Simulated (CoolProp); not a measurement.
Vapour pressure (kPa) of water: the reference equation beside estimates from Tc = 647.1 K, pc = 22060 kPa, ω = 0.344. Clausius-Clapeyron is anchored at 474.9 K with a constant enthalpy of vaporisation of 34.82 kJ/mol.

Model: reference Helmholtz-energy equation of state, Wagner 2002, in CoolProp.

```
T (K)  reference  Lee-Kesler  Clausius-Clapeyron  van der Waals  Redlich-Kwong  Soave-Redlich-Kwong  Peng-Robinson
-----  ---------  ----------  ------------------  -------------  -------------  -------------------  -------------
450.3      938.8       937.1               996.1           4291           1835                936.4          935.8
474.9       1613        1631                1613           5605           2840                 1631           1619
499.6       2620        2667                2494           7161           4191                 2673           2644
524.2       4047        4127                3696           8961           5928                 4152           4098
548.9       6015        6124                5295          11030           8114                 6186           6102
573.6       8642        8766                7355          13370          10790                 8884           8774
598.2      12060       12180                9930          15990          13980                12350          12230
622.9      16480       16580               13110          18910          17770                16740          16650
```

Absolute difference from the reference over all 8 rows, mean and median: Lee-Kesler 1.2 and 1.3 %, Clausius-Clapeyron 10.6 and 10.3 %, van der Waals 135.6 and 102.4 %, Redlich-Kwong 45.2 and 40.7 %, Soave-Redlich-Kwong 2.0 and 2.2 %, Peng-Robinson 1.0 and 1.1 %.
